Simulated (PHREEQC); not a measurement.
Dissolve 1.1 mmol/kgw HF, 12 mmol/kgw NaF and 10 mmol/kgw NaCl at 25 °C. Closed to the air; pH follows from the charge balance.

All values are PHREEQC results (ion-association model, wateq4f.dat), not measurements.

The pH comes out as 4.20 and the ionic strength is 0.0220 mol/kgw. The total alkalinity is -1.10 meq/kg.

| species | molality | activity | log γ |
|---|---|---|---|
| Na+ | 0.0219 | 0.0190 | -0.062 |
| F- | 0.0119 | 0.0103 | -0.065 |
| Cl- | 0.0100 | 0.00863 | -0.064 |
| HF | 0.000978 | 0.000983 | 0.002 |
| NaF | 0.000112 | 0.000112 | 0.002 |
| H+ | 7.20e-5 | 6.38e-5 | -0.053 |
| HF2- | 4.49e-5 | 3.87e-5 | -0.065 |
| H2F2 | 2.51e-6 | 2.52e-6 | 0.002 |

No solid was allowed to form.
